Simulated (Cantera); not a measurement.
A closed system holds: 1 mol (CH₃)₂SiCl₂, 0.14 mol C₃H₈, 2.8 mol H₂, held at 0.00190 bar.

Equilibrium computed with Cantera from the NASA thermochemical tables; the gas is ideal and each condensed phase is pure. Candidate condensed phases: C, C₆H₆, C₇H₈, C₈H₁₈, Si, SiC; 109 gas species. The feed counts by its element totals alone. Gases not in the tables: Si₂H₆ and higher silanes. Rates play no part.

### Question
What share of the Si ends up in condensed phases as a function of T (K), at 1673, 1723, 1773, 1823, 1873, 1923, 1973, 2023, 2073, 2123, 2173, 2223, 2273, 2323?

### Answer
| T (K) | Si condensed (%) | as |
|---|---|---|
| 1673 | 96.6 | SiC(s) |
| 1723 | 96.0 | SiC(s) |
| 1773 | 95.4 | SiC(s) |
| 1823 | 94.6 | SiC(s) |
| 1873 | 93.8 | SiC(s) |
| 1923 | 92.9 | SiC(s) |
| 1973 | 91.6 | SiC(s) |
| 2023 | 89.9 | SiC(s) |
| 2073 | 87.2 | SiC(s) |
| 2123 | 82.5 | SiC(s) |
| 2173 | 74.1 | SiC(s) |
| 2223 | 58.3 | SiC(s) |
| 2273 | 27.9 | SiC(s) |
| 2323 | 0.0 | - |
